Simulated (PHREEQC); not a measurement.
# Buffer

A solution holds 31 mmol/kgw HF and 3.74 mmol/kgw NaOH, at 25 °C. Closed to the air; pH follows from the charge balance.

All values are PHREEQC results (ion-association model, wateq4f.dat), not measurements.

The pH is 2.58, the ionic strength is 0.00654 mol/kgw and the total alkalinity is -27.3 meq/kg.

```csv
species,molality,activity,log γ
HF,0.0215,0.0216,0.001
F-,0.00604,0.00553,-0.038
Na+,0.00373,0.00343,-0.037
H+,0.00281,0.00260,-0.033
H2F2,0.00121,0.00121,0.001
HF2-,0.000499,0.000458,-0.038
```

Precipitation was switched off in this run. Species that the database lacks are ignored. wateq4f.dat counts part of the HF as a dimer, H2F2, which phreeqc.dat doesn't know; its constant is uncertain.
